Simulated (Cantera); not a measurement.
Source: NASA polynomial tables (part measured, part estimated), evaluated in Cantera. Values are per mole of reaction as written; species without (g) are pure solids or liquids, kept so even where they would boil at 1 bar.

Question: Between 300 and 1673 K, where is each reaction favourable under standard conditions?
- MgBr₂ + 2 H(g) ⇌ 2 HBr(g) + Mg
- Mg(g) + 2 HBr(g) ⇌ MgBr₂ + H₂(g)

Answer: 
- MgBr₂ + 2 H(g) ⇌ 2 HBr(g) + Mg: ΔG° is -10 kJ at 300 K and -50 kJ at 1673 K; it stays negative (K > 1). ΔH° is -69 kJ and ΔS° -11 J/K at 1673 K.
- Mg(g) + 2 HBr(g) ⇌ MgBr₂ + H₂(g): ΔG° is -509 kJ at 300 K and -174 kJ at 1673 K; it stays negative (K > 1). ΔH° is -506 kJ and ΔS° -198 J/K at 1673 K.
